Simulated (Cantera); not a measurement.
A Cantera script and what it prints.

```python
import numpy as np
import cantera as ct

gas_names = """
    H HNO HNO2 HNO3 HO2 H2 H2O H2O2 N NH NH2 NH3 NH2OH NO NO2 NO3 N2 N2H2 N2H4 N2O O OH O2 O3 Si SiH
    SiH2 SiH3 SiH4 SiN SiO SiO2 Si2 Si2N Si3
""".split()
cond_names = """
    H2O(s) H2O(L) Si(cr) Si(L) SiO2(Lqz) SiO2(hqz) SiO2(L) Si2N2O(s) Si3N4(a)
""".split()


# ... load() reads the species with a 1 bar reference pressure and builds the phases ...
atoms = {
    'Si': {'Si': 1},
    'O2': {'O': 2},
    'N2': {'N': 2},
    'H2O': {'H': 2, 'O': 1},
}
top_T = {'Si2N2O(s)': 2100, 'Si3N4(a)': 2400}  # K; cautious upper limits of use, not melting points


# ... equilibrate(T, P, feed) seeds the gas with the atoms and calls Mixture.equilibrate('TP', solver="vcs", rtol=1e-11, max_steps=5000) ...
results = []
feed = {'Si': 1, 'O2': 0.18, 'N2': 3.1, 'H2O': 0.0068}  # mol
P = 0.6  # Pa
for T in [1248, 1298, 1348, 1398, 1448, 1498, 1548, 1598, 1648, 1698, 1748, 1798, 1848, 1898]:
    mix = equilibrate(T, P, feed)
    results.append((T, P, feed, dict(zip(mix.species_names, mix.species_moles))))

top = {s: max(r[3][s] / sum(r[3][g] for g in gas_names) for r in results) for s in gas_names}
cols = sorted((s for s in top if top[s] > 1e-05), key=lambda s: -top[s])[:5]
seen = [c for c in cond_names if any(r[3].get(c, 0) > 1e-12 for r in results)]
print("log10 of partial pressures in bar; condensed amounts in mol")
print(f"{'T/K':>10s}" + "".join(f"{s[:9]:>10s}" for s in cols + seen))
for T, P, feed, n in results:
    ng = sum(n[g] for g in gas_names)
    print(f"{T:10.4g}" + "".join(f"{np.log10(max(n[s] / ng * P / 1e5, 1e-99)):10.3f}" for s in cols)
          + "".join(f"{n.get(c, 0):10.4g}" for c in seen))
```

Result:

```
log10 of partial pressures in bar; condensed amounts in mol
       T/K        N2        Si       SiO         H        H2    Si(cr)     Si(L) Si2N2O(s)  Si3N4(a)
      1248    -5.223   -12.244    -9.841   -10.230    -7.799         0         0    0.3667   0.08882
      1298    -5.223   -11.126    -8.903    -9.870    -7.800         0         0    0.3663   0.08898
      1348    -5.224   -10.092    -8.036    -9.537    -7.803         0         0    0.3629    0.0901
      1398    -5.227    -9.131    -7.231    -9.231    -7.812         0         0    0.3414   0.09716
      1448    -5.272    -8.534    -6.198    -9.010    -7.949    0.6315         0         0         0
      1498    -5.272    -7.998    -6.199    -8.748    -7.965    0.6273         0         0         0
      1548    -5.274    -7.498    -6.201    -8.509    -7.995    0.6144         0         0         0
      1598    -5.278    -7.029    -6.205    -8.296    -8.045    0.5773         0         0         0
      1648    -5.291    -6.589    -6.218    -8.116    -8.132    0.4747         0         0         0
      1698    -5.323    -6.183    -6.249    -7.982    -8.285         0    0.1977         0         0
      1748    -5.344    -6.039    -6.271    -7.881    -8.479         0         0         0         0
      1798    -5.344    -6.037    -6.271    -7.802    -8.697         0         0         0         0
      1848    -5.345    -6.036    -6.271    -7.754    -8.957         0         0         0         0
      1898    -5.345    -6.035    -6.272    -7.729    -9.243         0         0         0         0
```

These are equilibrium values from Cantera (NASA tables, ideal gas, pure condensed phases), not measurements of a reactor. N2 is the only nitrogen source here; it is nearly inert below about 1500 K, so the nitride shown seldom forms there in practice. Mutual solubility and eutectic melting of coexisting phases are not modelled. The tables' values for SiN are old estimates; treat these amounts as uncertain.
